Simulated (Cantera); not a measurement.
Feed: 1 mol FeS, 0.16 mol O2, 7.5 mol H2O, held at 675 K and 16.0 mbar.

Equilibrium computed with Cantera from the NASA thermochemical tables; the gas is ideal and each condensed phase is pure. Candidate condensed phases: Fe, FeO, Fe(OH)2, Fe(OH)3, FeS, FeSO4, FeS2, Fe2O3, Fe2(SO4)3, Fe3O4, H2O, H2SO4, S; 22 gas species. FeS: taken at fixed stoichiometry. Equilibrium is a limit: real reactors are often held back by kinetics, nucleation or transport.

Base state: H2O 0.994, H2S 0.00479, H2 0.00106, SO2 4.80e-5 (mole fractions); condensed: FeS(s) + FeS2(s) + Fe3O4(s).

Question: What changes in the equilibrium state with this change: temperature from 675 K to 873 K?

Answer: 
| species | before | after |
|---|---|---|
| H2O | 0.994 | 0.974 |
| SO2 | 4.80e-5 | 0.0122 |
| H2S | 0.00479 | 0.00942 |
| S2O | 1.07e-8 | 1.20e-5 |
| S2 | 2.29e-6 | 0.000834 |
| H2 | 0.00106 | 0.00395 |
| FeS(s), mol | 0.492 | 0.823 |
| FeS2(s), mol | 0.236 | 0 |
| Fe3O4(s), mol | 0.0908 | 0.0590 |
Gases not in the tables: S3 to S7.
